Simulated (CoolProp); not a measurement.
Values from CoolProp's reference Helmholtz-energy equation of state, Lemmon 2009.

Q: For propane, give the phase and the speed of sound (m/s), Joule-Thomson coefficient (K/MPa), viscosity (µPa s) at 11.05 °C and 4.88 MPa; 25.75 °C and 4.88 MPa.

A: 
- 11.05 °C and 4.88 MPa: liquid; speed of sound 875, Joule-Thomson coefficient -0.213, viscosity 120
- 25.75 °C and 4.88 MPa: liquid; speed of sound 784, Joule-Thomson coefficient -0.110, viscosity 104

Viscosity comes from a separate model (Vogel 1998).
